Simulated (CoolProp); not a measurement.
Vapour-liquid equilibrium of cis-2-butene (1) + methanol (2) at 99.95 °C; x and y are mole fractions of (1).

The numbers come from the multi-fluid Helmholtz-energy mixture model, Lemmon 2005 and de Reuck 1993; pair parameters Bell 2016 in CoolProp.

**Question.** Give the bubble pressure and the first vapour's composition at x = 0.425, 0.575, 0.725. Is there an azeotrope?

**Answer.** x = 0.425: 1.414 MPa, y = 0.763; x = 0.575: 1.439 MPa, y = 0.772; x = 0.725: 1.471 MPa, y = 0.796. y crosses x between x = 0.8 and 0.875: the model has an azeotrope there.

Pair parameters are fitted to limited data, so mixtures are less certain than the pure fluids. With so large a gap from Raoult's law the liquid may split in two, which this calculation doesn't test in full.
